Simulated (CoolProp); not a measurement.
Vapour-liquid equilibrium of R22 (1) + c-C4F8 (RC318) (2) at 1.6 MPa; x and y are mole fractions of (1).

Model: multi-fluid Helmholtz-energy mixture model, Kamei 1995 and Platzer 1990; pair parameters Bell 2016, in CoolProp. This equation is an older, rougher fit; its heat capacities, sound speeds and derivatives of the liquid may be far off and weren't checked against measurements.

```
x     bubble temperature, mixture model (°C)  bubble temperature, Raoult's law (°C)  y, mixture model  y, Raoult's law
----  --------------------------------------  -------------------------------------  ----------------  ---------------
0.05                                       …                                   84.2                 …            0.124
0.15                                    79.8                                   77.4             0.249            0.326
0.25                                    72.0                                   71.4             0.426            0.482
0.35                                    64.0                                   66.1             0.576            0.604
0.45                                    57.3                                   61.3             0.685            0.702
0.55                                    52.2                                   57.0                 …            0.781
0.65                                    48.5                                   53.1                 …            0.846
0.75                                    45.8                                   49.5             0.860            0.900
0.85                                    43.8                                   46.2             0.905            0.945
0.95                                    42.3                                   43.2                 …            0.983
```

Q: Fill in the missing entries.

A: 
- 0.05, bubble temperature, mixture model (°C): 85.9
- 0.05, y, mixture model: 0.076
- 0.55, y, mixture model: 0.761
- 0.65, y, mixture model: 0.815
- 0.95, y, mixture model: 0.962

The largest gap from Raoult's law is -4.8 K in bubble temperature, at x = 0.55. No azeotrope shows between x = 0.05 and 0.95.

The pair parameters rest on a limited set of measurements; away from them the model extrapolates. The gap from Raoult's law changes sign with composition, which may be real or a fault of the pair parameters; it wasn't checked against measurements.
